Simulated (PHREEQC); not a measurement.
Alkaline etch or developer (model solution)

Make-up at 25 °C: 0.03 mol/kgw NH3, 8.1e-07 mol/kgw H4SiO4 and 0.00012 mol/kgw Na2CO3. Closed to the air; pH follows from the charge balance.

All values are PHREEQC results (ion-association model, phreeqc.dat), not measurements.

Each row changes one thing in this solution. Precipitation was switched off in this run.

| case | pH | ionic strength (mol/kgw) | NH4+ (mol/kgw) |
|---|---|---|---|
| as made | 10.86 | 0.00107 | 0.000736 |
| H4SiO4 from 8.1e-07 to 8.1e-08 mol/kgw | 10.86 | 0.00107 | 0.000736 |
| Na2CO3 replaced by NaHSO4 at the same molality | … | 0.00105 | 0.000809 |
| temperature from 25 to 75 °C | … | 0.000976 | 0.000708 |
| H4SiO4 left out | 10.86 | 0.00107 | 0.000736 |
| NH3 from 0.03 to 0.015 mol/kgw | … | 0.000835 | 0.000509 |

Task: What belongs in the gaps?

Result: 
- Na2CO3 replaced by NaHSO4 at the same molality, pH: 10.82
- temperature from 25 to 75 °C, pH: 9.57
- NH3 from 0.03 to 0.015 mol/kgw, pH: 10.71

Species that the database lacks are ignored. At this temperature some constants are extrapolated from 25 °C, and those without enthalpy data are left unchanged.
